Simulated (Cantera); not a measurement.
Charge: 1 mol SiF4, 0.24 mol NH3, 1.2 mol N2, at 1273.15 K and 1.13 Torr.

Method: chemical equilibrium by Gibbs-energy minimisation in Cantera with the NASA 1993 tables (ideal gas, pure condensed phases). Candidate condensed phases: Si, Si3N4; 37 gas species. The tables' values for SiF3, SiF2 are old estimates; treat these amounts as uncertain. Equilibrium is a limit: real reactors are often held back by kinetics, nucleation or transport.

Base state: N2 0.491, SiF4 0.366, H2 0.131, HF 0.00593, SiF3 0.00522, SiHF3 0.000578, SiF2 6.75e-5 (mole fractions); condensed: gas only.

Task: What changes in the equilibrium state with this change: NH3 from 0.24 to 0.17 mol?

Result: 
```csv
species,before,after
N2,0.491,0.505
SiF4,0.366,0.387
H2,0.131,0.0971
SiHF3,0.000578,0.000479
SiF2,6.75e-5,5.91e-5
HF,0.00593,0.00562
SiF3,0.00522,0.00502
```
